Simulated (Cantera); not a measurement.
An isothermal, constant-pressure homogeneous reactor starts with NO : N2 = 1 : 0.57 (molar parts), at 1550 K and 1.01 bar. Integrator tolerance rtol = 1e-08.

Cantera simulation using GRI-Mech 3.0 (53 species, 325 reactions); the numbers are that mechanism's predictions, not measurements.

### Question
What does this change do: N2 0.57 to 1.9 parts?

### Answer
```csv
quantity,before,after
x(NO) at 80.0 s,0.224 (gas-phase equilibrium 0.00178),0.173 (gas-phase equilibrium 0.00144)
x(O) at 80.0 s,3.57e-6 (gas-phase equilibrium 4.41e-6),2.31e-6 (gas-phase equilibrium 3.24e-6)
x(NO2) at 80.0 s,0.00103 (gas-phase equilibrium 1.02e-5),0.000513 (gas-phase equilibrium 6.05e-6)
x(O2) at 80.0 s,0.206 (gas-phase equilibrium 0.318),0.0856 (gas-phase equilibrium 0.172)
x(N2) at 80.0 s,0.569 (gas-phase equilibrium 0.681),0.741 (gas-phase equilibrium 0.827)
x(N2O) at 80.0 s,1.73e-5 (gas-phase equilibrium 1.01e-7),1.04e-5 (gas-phase equilibrium 8.99e-8)
```
